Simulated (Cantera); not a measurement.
Input (Python, Cantera) and output of one run.

```python
import numpy as np
import cantera as ct

gas_names = """
    AL ALCL ALCL2 ALCL3 ALH AL2 AL2CL6 CL CL2 H HCL H2
""".split()
cond_names = """
    AL(cr) AL(L) ALCL3(s) ALCL3(L)
""".split()


# ... load() reads the species with a 1 bar reference pressure and builds the phases ...
atoms = {
    'Al': {'AL': 1},
    'HCl': {'H': 1, 'CL': 1},
}
top_T = {}  # K; cautious upper limits of use, not melting points


# ... equilibrate(T, P, feed) seeds the gas with the atoms and calls Mixture.equilibrate('TP', solver="vcs", rtol=1e-11, max_steps=5000) ...
results = []
feed = {'Al': 1, 'HCl': 3.5}  # mol
T = 548  # K
P = 1000  # Pa
mix = equilibrate(T, P, feed)
results.append((T, P, feed, dict(zip(mix.species_names, mix.species_moles))))
x = sorted(zip(gas.X, gas.species_names), reverse=True)
print(f"T = {T:g} K  P = {P:g} Pa  gas = {mix.phase_moles(0):.4g} mol")
print("   x: " + "  ".join(f"{s} {v:.3e}" for v, s in x if v > 0.001))
print("   condensed (mol): " + ("  ".join(f"{mix.phase(i).name} {mix.phase_moles(i):.4g}"
      for i in range(1, mix.n_phases) if mix.phase_moles(i) > 1e-12) or "none"))
```

It prints:

```
T = 548 K  P = 1000 Pa  gas = 2.545 mol
   x: H2 5.893e-01  HCL 1.964e-01  AL2CL6 1.786e-01  ALCL3 3.560e-02
   condensed (mol): none
```

These are equilibrium values from Cantera (NASA tables, ideal gas, pure condensed phases), not measurements of a reactor.
